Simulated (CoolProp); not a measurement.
A single-stage vapour-compression cycle with R1336mzz(E): evaporating at 314.15 K (dew point), condensing at 354.15 K (bubble point), superheat 10 K, subcooling 2 K, compressor efficiency 0.75, no pressure losses. Each further row changes one setting.

The numbers come from the reference Helmholtz-energy equation of state, Akasaka 2023 in CoolProp.

| case | cooling COP | pressure ratio | discharge temperature (K) | refrigerating effect (kJ/kg) | volumetric capacity (kJ/m³) |
|---|---|---|---|---|---|
| as stated | 4.53 | 2.97 | 359.5 | 94.3 | 2090 |
| evaporating temperature 319.15 K | 5.45 | 2.55 | 360.1 | 97.7 | 2520 |
| condensing temperature 349.15 K | 5.44 | 2.63 | 355.1 | 101 | 2240 |
| subcooling 7 K | 4.86 | 2.97 | 359.5 | 101 | 2250 |
| superheat 20 K | 4.72 | 2.97 | 369.3 | 103 | 2200 |
| compressor efficiency 0.65 | 3.93 | 2.97 | 362.6 | 94.3 | 2090 |
